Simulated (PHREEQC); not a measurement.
Phosphoric acid bath

Consider water at 25 °C with 0.0017 mol H3PO4 and 0.12 mol H2SO4 per kg of water. Closed to the air; pH follows from the charge balance.

Computed with PHREEQC (ion-association model, phreeqc.dat).

Each row changes one thing in this solution. No solid was allowed to form.

```csv
case,pH,ionic strength (mol/kgw),HSO4- (mol/kgw),SO4-2 (mol/kgw)
as made,0.94,0.163,0.0987,0.0214
temperature from 25 to 5 °C,0.92,0.176,0.0918,0.0282
0.02 mol/kgw Ca(OH)2 added,1.05,0.172,0.0866,0.0246
temperature from 25 to 60 °C,0.98,0.142,0.109,0.0110
H3PO4 left out,0.94,0.163,0.0986,0.0214
diluted 100-fold with water,2.67,0.00326,0.000175,0.00103
H3PO4 from 0.0017 to 0.00017 mol/kgw,0.94,0.163,0.0986,0.0214
diluted 2-fold with water,1.21,0.0903,0.0449,0.0151
0.1 mol/kgw NH3 added,1.27,0.191,0.0734,0.0355
```

At this temperature some constants are extrapolated from 25 °C, and those without enthalpy data are left unchanged.
